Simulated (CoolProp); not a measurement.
Vapour-liquid equilibrium of R125 (1) + R227EA (2) at 34.25 °C; x and y are mole fractions of (1).

Model: multi-fluid Helmholtz-energy mixture model, Lemmon 2005 and Lemmon 2016; pair parameters Bell 2016, in CoolProp.

```tsv
x	bubble pressure (MPa)	y at the bubble point	dew pressure at overall composition x (MPa)	liquid density (mol/L)
0.05	0.6469	0.108	0.6197	8.000
0.15	0.7477	0.287	0.6682	8.152
0.25	0.8519	0.430	0.7245	8.305
0.35	0.9592	0.546	0.7906	8.460
0.45	1.070	0.643	0.8691	8.614
0.55	1.183	0.725	0.9636	8.769
0.65	1.300	0.797	1.079	8.921
0.75	1.421	0.862	1.221	9.071
0.85	1.546	0.920	1.398	9.215
0.95	1.677	0.974	1.618	9.352
```

No azeotrope shows between x = 0.05 and 0.95.

Pair parameters are fitted to limited data, so mixtures are less certain than the pure fluids.
